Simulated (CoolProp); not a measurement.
Aqueous potassium carbonate as a coolant, 39 % by mass, freezing at -35.1 °C, 1 atm.

The numbers come from the Melinder's fits for secondary coolants in CoolProp.

| T (°C) | cp (kJ/(kg K)) | density (kg/m³) | Prandtl number | conductivity (W/(m K)) |
|---|---|---|---|---|
| -31.9 | 2.644 | 1423 | 182 | 0.474 |
| -26.1 | 2.654 | 1422 | ? | ? |
| -20.2 | 2.663 | 1420 | 92.0 | 0.493 |
| -14.3 | 2.673 | 1418 | 68.5 | 0.502 |
| -8.5 | 2.683 | ? | 52.8 | 0.512 |
| -2.6 | 2.694 | 1414 | ? | 0.521 |
| 3.3 | 2.704 | ? | 33.5 | 0.531 |
| 9.2 | 2.715 | 1408 | 27.5 | 0.540 |
| 15 | ? | 1405 | 23.1 | 0.549 |
| 20.9 | 2.736 | ? | ? | 0.559 |
| 26.8 | 2.746 | 1399 | 16.9 | 0.568 |
| 32.7 | 2.756 | 1396 | 14.7 | 0.577 |
| 38.5 | 2.766 | 1393 | 12.9 | 0.586 |

Problem. Complete the blanks.

Solution. 
- -26.1, Prandtl number: 127
- -26.1, conductivity (W/(m K)): 0.483
- -8.5, density (kg/m³): 1416
- -2.6, Prandtl number: 41.5
- 3.3, density (kg/m³): 1411
- 15, cp (kJ/(kg K)): 2.725
- 20.9, density (kg/m³): 1402
- 20.9, Prandtl number: 19.6
